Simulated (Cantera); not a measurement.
Input: 1 mol SiCl4, 2.3 mol Cl2, 0.34 mol H2, equilibrated at 1598.15 K and 820000 Pa.

Method: chemical equilibrium by Gibbs-energy minimisation in Cantera with the NASA 1993 tables (ideal gas, pure condensed phases). Candidate condensed phases: Si; 19 gas species. The tables' values for SiCl3 are old estimates; treat these amounts as uncertain. Equilibrium is a limit: real reactors are often held back by kinetics, nucleation or transport.

### Question
What is the equilibrium state?

### Answer
```json
{
 "x(Cl2)": "0.517",
 "x(SiCl4)": "0.271",
 "x(HCl)": "0.184",
 "x(Cl)": "0.0273",
 "x(SiCl3)": "1.50e-5",
 "gas_amount": "3.690 mol",
 "log10 activity of Si(s) (absent)": "-15.76"
}
```
